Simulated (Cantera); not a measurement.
Input (Python, Cantera):

```python
import numpy as np
import cantera as ct

gas = ct.Solution("gri30.yaml")
gas.TPX = 1173, 101325, {'CO': 1, 'H2': 0.2, 'O2': 0.261, 'N2': 0.981}
reactor = ct.IdealGasConstPressureReactor(gas, energy="on", clone=False)
net = ct.ReactorNet([reactor])
net.rtol, net.atol = 1e-08, 1e-16
show = ['CO', 'H2', 'O2', 'NO', 'H']
times = np.geomspace(9e-06, 0.3, 16)

steps = ct.SolutionArray(gas, extra=["t"])
rows = []
print(f"{'t/s':>10s}{'T/K':>9s}{'P/Pa':>11s}" + "".join(f"{s:>11s}" for s in show))
for t in times:
    while net.time < t:
        t_next = net.step()
        steps.append(gas.state, t=t_next)
    rows.append([np.interp(t, steps.t, y) for y in (steps.T, steps.P, *steps(*show).X.T)])
    print(f"{t:10.3e}{rows[-1][0]:9.1f}{rows[-1][1]:11.4g}" + "".join(f"{x:11.3e}" for x in rows[-1][2:]))
rate = np.gradient(steps.T, steps.t)
print("integrator steps:", len(steps.t))
if steps.T.max() > steps.T[0] + 200:
    print(f"time of steepest temperature rise: {steps.t[rate.argmax()]:.4e} s")
gas.TPX = 1173, 101325, {'CO': 1, 'H2': 0.2, 'O2': 0.261, 'N2': 0.981}
gas.equilibrate("HP")
print(f"equilibrium (HP): T = {gas.T:.1f} K  " + "  ".join(f"{s} {gas[s].X[0]:.3e}" for s in show))
```

Result:

```
       t/s      T/K       P/Pa         CO         H2         O2         NO          H
 9.000e-06   1173.0  1.013e+05  4.095e-01  8.190e-02  1.069e-01  4.863e-19  3.224e-08
 1.802e-05   1173.0  1.013e+05  4.095e-01  8.190e-02  1.069e-01  1.091e-17  1.988e-07
 3.608e-05   1173.0  1.013e+05  4.095e-01  8.189e-02  1.069e-01  5.881e-15  4.991e-06
 7.225e-05   1191.5  1.013e+05  4.076e-01  7.669e-02  1.034e-01  3.117e-09  3.076e-03
 1.447e-04   2025.9  1.013e+05  3.004e-01  1.948e-02  1.427e-02  4.837e-05  4.530e-02
 2.896e-04   2358.1  1.013e+05  3.010e-01  1.948e-02  8.739e-03  1.314e-04  2.145e-02
 5.800e-04   2544.9  1.013e+05  2.971e-01  1.884e-02  4.343e-03  3.017e-04  1.146e-02
 1.161e-03   2630.0  1.013e+05  2.949e-01  1.859e-02  2.205e-03  5.688e-04  7.270e-03
 2.325e-03   2646.5  1.013e+05  2.946e-01  1.859e-02  1.742e-03  9.249e-04  6.345e-03
 4.656e-03   2644.8  1.013e+05  2.948e-01  1.865e-02  1.680e-03  1.396e-03  6.265e-03
 9.322e-03   2642.7  1.013e+05  2.950e-01  1.870e-02  1.644e-03  1.797e-03  6.230e-03
 1.866e-02   2642.0  1.013e+05  2.951e-01  1.872e-02  1.632e-03  1.926e-03  6.219e-03
 3.737e-02   2641.9  1.013e+05  2.951e-01  1.872e-02  1.632e-03  1.934e-03  6.219e-03
 7.483e-02   2641.9  1.013e+05  2.951e-01  1.872e-02  1.632e-03  1.934e-03  6.219e-03
 1.498e-01   2641.9  1.013e+05  2.951e-01  1.872e-02  1.632e-03  1.934e-03  6.219e-03
 3.000e-01   2641.9  1.013e+05  2.951e-01  1.872e-02  1.632e-03  1.934e-03  6.219e-03
integrator steps: 1390
time of steepest temperature rise: 8.9005e-05 s
equilibrium (HP): T = 2641.9 K  CO 2.951e-01  H2 1.872e-02  O2 1.632e-03  NO 1.934e-03  H 6.219e-03
```

Model: GRI-Mech 3.0 (53 species, 325 reactions), integrated in Cantera.
